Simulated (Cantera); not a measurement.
Oxide etching and cleaning by halides: SiO₂ + NF₃ + H₂

Input: 1 mol SiO₂, 0.57 mol NF₃, 3.4 mol H₂, held at 87.0 Pa.

Method: chemical equilibrium by Gibbs-energy minimisation in Cantera with the NASA 1993 tables (ideal gas, pure condensed phases). Candidate condensed phases: H₂O, Si, SiO₂, Si₂N₂O, Si₃N₄; 58 gas species. The tables' values for SiF₃, SiO₂, SiF₂ are old estimates; treat these amounts as uncertain. The tables hold silica as quartz up to 1696 K and as liquid above; real silica turns to tridymite and cristobalite and melts near 1996 K. The numbers say what is thermodynamically allowed, not how fast it happens.

| T (°C) | log p H₂ | log p HF | log p SiO | log p H₂O | log p N₂ | log p SiF₄ | log p H | n SiO₂(α-quartz) | n SiO₂(β-quartz) | n SiO₂(condensed) |
|---|---|---|---|---|---|---|---|---|---|---|
| 500 | -3.29 | -3.73 | <-15 | -4.11 | -4.24 | -4.41 | -13.69 | 0.805 | 0 | 0 |
| 600 | -3.30 | -3.64 | <-15 | -4.26 | -4.25 | -4.56 | -11.98 | 0 | 0.862 | 0 |
| 700 | -3.30 | -3.59 | <-15 | -4.41 | -4.25 | -4.71 | -10.62 | 0 | 0.901 | 0 |
| 800 | -3.30 | -3.56 | <-15 | -4.55 | -4.26 | -4.85 | -9.51 | 0 | 0.928 | 0 |
| 900 | -3.31 | -3.54 | -12.69 | -4.68 | -4.26 | -4.98 | -8.58 | 0 | 0.946 | 0 |
| 1000 | -3.31 | -3.53 | -10.66 | -4.79 | -4.26 | -5.09 | -7.80 | 0 | 0.958 | 0 |
| 1100 | -3.31 | -3.52 | -8.94 | -4.88 | -4.26 | -5.19 | -7.13 | 0 | 0.966 | 0 |
| 1200 | -3.31 | -3.51 | -7.45 | -4.97 | -4.26 | -5.28 | -6.55 | 0 | 0.972 | 0 |
| 1300 | -3.31 | -3.51 | -6.18 | -5.03 | -4.26 | -5.39 | -6.05 | 0 | 0.974 | 0 |
| 1400 | -3.32 | -3.50 | -5.19 | -4.96 | -4.27 | -5.72 | -5.60 | 0 | 0.954 | 0 |
| 1500 | -3.35 | -3.50 | -4.63 | -4.61 | -4.28 | -6.61 | -5.22 | 0 | 0 | 0.871 |
| 1600 | -3.41 | -3.52 | -4.24 | -4.24 | -4.30 | -7.62 | -4.90 | 0 | 0 | 0.674 |
| 1700 | -3.54 | -3.55 | -3.93 | -3.94 | -4.33 | -8.54 | -4.64 | 0 | 0 | 0.284 |
log p: log10 of the partial pressure in bar; n: condensed amount in mol.

At 500 °C the condensed part is SiO₂(α-quartz). From 600 °C to 1400 °C the condensed part is SiO₂(β-quartz). From 1500 °C to 1700 °C the condensed part is SiO₂(condensed). The main Si-bearing gas is SiF₄ at 500 °C and SiO at 1700 °C. The share of Si in condensed phases is highest at 1300 °C (97.4 %) and lowest at 1700 °C (28.4 %).
